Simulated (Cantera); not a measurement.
Hydrocarbon pyrolysis for carbon deposition

An isothermal, constant-pressure homogeneous reactor starts with CH₄ : N₂ = 1 : 58 (molar parts), at 1675 K and 140 Pa.

Computed with Cantera and GRI-Mech 3.0 (53 species, 325 reactions). GRI-Mech 3.0 stops at C3 and has no aromatics, soot or wall deposition, so with more carbon than oxygen in the feed, carbon stays in small species such as C2H2 where larger ones or solid carbon would form. Radical loss at walls, strong at low pressure, is not modelled.

```csv
t (s),x CH₄,x CH₃,x C₂H₂,x C₂H₄,x C₂H₆,x H
1.00e-5,0.0169,1.80e-9,<1e-12,<1e-12,<1e-12,1.79e-9
3.71e-5,0.0169,6.76e-9,<1e-12,<1e-12,<1e-12,6.58e-9
0.000138,0.0169,2.60e-8,<1e-12,<1e-12,<1e-12,2.36e-8
0.000512,0.0169,1.07e-7,<1e-12,<1e-12,<1e-12,7.69e-8
0.00190,0.0169,4.98e-7,<1e-12,<1e-12,<1e-12,1.86e-7
0.00707,0.0169,2.29e-6,<1e-12,5.71e-11,1.41e-12,2.47e-7
0.0263,0.0169,9.18e-6,3.82e-11,4.08e-9,6.35e-11,2.50e-7
0.0976,0.0169,3.47e-5,8.09e-9,2.24e-7,1.55e-9,2.69e-7
0.362,0.0168,0.000128,1.51e-6,1.07e-5,2.51e-8,5.56e-7
1.35,0.0154,0.000408,0.000227,0.000317,2.69e-7,5.34e-6
5.00,0.00688,0.000323,0.00455,0.000239,1.88e-7,3.75e-5
```
x: mole fraction; the columns are a selection and need not sum to one.

Equilibrium at this temperature and pressure: CH₄ 2.33e-8, CH₃ 9.40e-9, C₂H₂ 0.000746, C₂H₄ 1.52e-9, C₂H₆ <1e-12, H 0.000492 (gas phase only).
